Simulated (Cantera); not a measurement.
An adiabatic, constant-pressure homogeneous reactor starts with CH4 : O2 : N2 = 1 : 1.11 : 4.18 (molar parts), at 1550 K and 1580 Torr. Integrator tolerance rtol = 1e-08.

Cantera simulation using GRI-Mech 3.0 (53 species, 325 reactions); the numbers are that mechanism's predictions, not measurements.

| quantity | before | after |
|---|---|---|
| time of steepest temperature rise | 0.531 ms | 0.155 ms |
| temperature at 0.100 s | 2651 K | 2696 K |
| equilibrium temperature | 2651 K | 2696 K |
| x(CH4) at 0.100 s | 1.25e-11 (gas-phase equilibrium 1.42e-11) | 2.51e-10 (gas-phase equilibrium 2.82e-10) |
| x(O2) at 0.100 s | 9.01e-5 (gas-phase equilibrium 9.01e-5) | 2.78e-5 (gas-phase equilibrium 2.78e-5) |
| x(NO) at 0.100 s | 0.000526 (gas-phase equilibrium 0.000526) | 0.000313 (gas-phase equilibrium 0.000313) |
| x(CH2O) at 0.100 s | 1.24e-8 (gas-phase equilibrium 1.24e-8) | 6.02e-8 (gas-phase equilibrium 6.02e-8) |
| x(HCO) at 0.100 s | 3.29e-7 (gas-phase equilibrium 3.29e-7) | 8.14e-7 (gas-phase equilibrium 8.14e-7) |
| x(H2O) at 0.100 s | 0.144 (gas-phase equilibrium 0.144) | 0.146 (gas-phase equilibrium 0.146) |
| x(OH) at 0.100 s | 0.00325 (gas-phase equilibrium 0.00325) | 0.00187 (gas-phase equilibrium 0.00187) |

**Question.** Which change was made?
A) initial temperature 1550 to 1175 K
B) constant volume in place of constant pressure
C) pressure from 1580 Torr to 7500 Torr
D) CH4 1 to 2.5 parts

**Answer.** C, pressure from 1580 Torr to 7500 Torr
